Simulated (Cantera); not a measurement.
Feed: 1 mol Si, 0.013 mol O2, 2.2 mol N2, equilibrated at 16.0 mbar.

These are equilibrium values from Cantera (NASA tables, ideal gas, pure condensed phases), not measurements of a reactor. Candidate condensed phases: Si, SiO2, Si2N2O, Si3N4; 16 gas species. N2 is the only nitrogen source here; it is nearly inert below about 1500 K, so the nitride shown seldom forms there in practice. Mutual solubility and eutectic melting of coexisting phases are not modelled. The numbers say what is thermodynamically allowed, not how fast it happens.

Question: Which condensed phases are stable at each of these points (T (°C)): 352, 502, 652, 802, 952, 1102, 1252, 1402, 1552, 1702?

Answer: 
| T (°C) | condensed phases | Si condensed (%) |
|---|---|---|
| 352 | Si2N2O(s) + Si3N4(s) | 100.0 |
| 502 | Si2N2O(s) + Si3N4(s) | 100.0 |
| 652 | Si2N2O(s) + Si3N4(s) | 100.0 |
| 802 | Si2N2O(s) + Si3N4(s) | 100.0 |
| 952 | Si2N2O(s) + Si3N4(s) | 100.0 |
| 1102 | Si2N2O(s) + Si3N4(s) | 100.0 |
| 1252 | Si2N2O(s) + Si3N4(s) | 100.0 |
| 1402 | Si2N2O(s) + Si3N4(s) | 99.9 |
| 1552 | Si3N4(s) | 97.4 |
| 1702 | Si(l) | 96.9 |

From 352 °C to 1402 °C the condensed part is Si2N2O(s) + Si3N4(s). At 1552 °C the condensed part is Si3N4(s). At 1702 °C the condensed part is Si(l).
